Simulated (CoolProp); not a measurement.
Vapour-liquid equilibrium of dimethyl ether (1) + 1-butene (2) at 324.6 K; x and y are mole fractions of (1).

Computed with CoolProp (multi-fluid Helmholtz-energy mixture model, Wu 2011 and Lemmon 2005; pair parameters Bell 2016).

```
x     bubble pressure (bar)  y at the bubble point  dew pressure at overall composition x (bar)  liquid density (mol/L)
----  ---------------------  ---------------------  -------------------------------------------  ----------------------
0.05                  6.557                  0.096                                          [?]                   9.983
0.2                   7.630                  0.324                                        7.017                   10.37
0.35                  8.601                    [?]                                        7.771                   10.81
0.5                     [?]                  0.630                                        8.639                   11.28
0.65                  10.27                  0.748                                        9.608                   11.82
0.8                   10.99                    [?]                                        10.62                     [?]
0.95                  11.64                  0.963                                        11.57                     [?]
```

### Question
Some entries are withheld; supply them.

### Answer

- 0.05, dew pressure at overall composition x (bar): 6.370
- 0.35, y at the bubble point: 0.494
- 0.5, bubble pressure (bar): 9.477
- 0.8, y at the bubble point: 0.857
- 0.8, liquid density (mol/L): 12.42
- 0.95, liquid density (mol/L): 13.11

No azeotrope shows between x = 0.05 and 0.95.

The pair parameters rest on a limited set of measurements; away from them the model extrapolates.
